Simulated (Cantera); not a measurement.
Feed: 1 mol V₂O₅, 55 mol H₂, 0.88 mol N₂, at 1975 K and 1 atm.

Method: chemical equilibrium by Gibbs-energy minimisation in Cantera with the NASA 1993 tables (ideal gas, pure condensed phases). Candidate condensed phases: H₂O, V, VN, VO, V₂O₃, V₂O₄, V₂O₅; 28 gas species. Condensed phases not in the tables: the oxides between V₂O₃ and V₂O₅ other than VO₂. Rates play no part.

Base state: H₂ 0.947, H₂O 0.0358, N₂ 0.0157, H 0.00132, VO₂ 1.04e-5 (mole fractions); condensed: V₂O₃(s).

Problem. What changes in the equilibrium state with this change: temperature from 1975 K to 2223 K?

Solution. 
| species | before | after |
|---|---|---|
| H₂ | 0.947 | 0.925 |
| H₂O | 0.0358 | 0.0532 |
| N₂ | 0.0157 | 0.0157 |
| H | 0.00132 | 0.00612 |
| VO₂ | 1.04e-5 | 0.000234 |
| VO | 1.10e-6 | 3.33e-5 |
| OH | 4.76e-6 | 5.09e-5 |
| V₂O₃(s), mol | 1.000 | 0 |
| VO(l), mol | 0 | 1.98 |
VO: taken at fixed stoichiometry.
